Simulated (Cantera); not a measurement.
## Adiabatic ignition

An adiabatic, constant-volume homogeneous reactor starts with 20.5 % CO, 0.716 % H₂, 16.0 % O₂, 60.3 % N₂, 2.45 % CO₂, at 1623 K and 101000 Pa.

Model: GRI-Mech 3.0 (53 species, 325 reactions), integrated in Cantera.

| t (s) | T (K) | P (bar) | x CO | x H₂ | x O₂ | x NO | x N₂O | x HO₂ |
|---|---|---|---|---|---|---|---|---|
| 4.00e-6 | 1623 | 1.01 | 0.205 | 0.00716 | 0.160 | <1e-12 | 3.93e-12 | 9.65e-8 |
| 9.72e-6 | 1623 | 1.01 | 0.205 | 0.00715 | 0.160 | 1.41e-12 | 3.34e-11 | 2.90e-7 |
| 2.36e-5 | 1624 | 1.01 | 0.204 | 0.00670 | 0.160 | 2.44e-10 | 2.41e-9 | 8.40e-6 |
| 5.74e-5 | 1724 | 1.07 | 0.170 | 0.000307 | 0.127 | 1.94e-6 | 4.58e-7 | 1.16e-5 |
| 0.000139 | 2089 | 1.27 | 0.117 | 0.000387 | 0.0942 | 5.42e-5 | 8.14e-7 | 5.98e-6 |
| 0.000339 | 2503 | 1.49 | 0.0939 | 0.000350 | 0.0920 | 0.000735 | 1.00e-6 | 2.74e-6 |
| 0.000823 | 2765 | 1.62 | 0.0728 | 0.000268 | 0.0845 | 0.00582 | 1.11e-6 | 3.15e-6 |
| 0.00200 | 2781 | 1.62 | 0.0696 | 0.000260 | 0.0793 | 0.0148 | 1.18e-6 | 3.19e-6 |
| 0.00486 | 2777 | 1.62 | 0.0691 | 0.000260 | 0.0771 | 0.0191 | 1.24e-6 | 3.12e-6 |
| 0.0118 | 2777 | 1.62 | 0.0691 | 0.000261 | 0.0770 | 0.0194 | 1.24e-6 | 3.11e-6 |
| 0.0287 | 2777 | 1.62 | 0.0691 | 0.000261 | 0.0770 | 0.0194 | 1.24e-6 | 3.11e-6 |
| 0.0697 | 2777 | 1.62 | 0.0691 | 0.000261 | 0.0770 | 0.0194 | 1.24e-6 | 3.11e-6 |
| 0.169 | 2777 | 1.62 | 0.0691 | 0.000261 | 0.0770 | 0.0194 | 1.24e-6 | 3.11e-6 |
| 0.412 | 2777 | 1.62 | 0.0691 | 0.000261 | 0.0770 | 0.0194 | 1.24e-6 | 3.11e-6 |
| 1.00 | 2777 | 1.62 | 0.0691 | 0.000261 | 0.0770 | 0.0194 | 1.24e-6 | 3.11e-6 |
x: mole fraction; the columns are a selection and need not sum to one.

time of steepest temperature rise: 79.1 µs
temperature at 1.00 s: 2777 K
equilibrium temperature: 2777 K
x(CO) at 1.00 s: 0.0691 (gas-phase equilibrium 0.0691)
x(H₂) at 1.00 s: 0.000261 (gas-phase equilibrium 0.000261)
x(O₂) at 1.00 s: 0.0770 (gas-phase equilibrium 0.0770)
